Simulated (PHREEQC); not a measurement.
Consider water at 31 °C with 0.14 mol/kgw HF and 0.18 mol/kgw CuSO4. Closed to the air; pH follows from the charge balance.

Computed with PHREEQC (ion-association model, wateq4f.dat).

Task: The ionic strength comes out as 0.358 mol/kgw. What activity coefficients do HSO4-, CuF+, Cu+2, H+, F- get?

Result: HSO4- 0.69, CuF+ 0.73, Cu+2 0.27, H+ 0.77, F- 0.66.

This is a speciation only: nothing precipitates in the calculation. wateq4f.dat counts part of the HF as a dimer, H2F2, which phreeqc.dat doesn't know; its constant is uncertain.
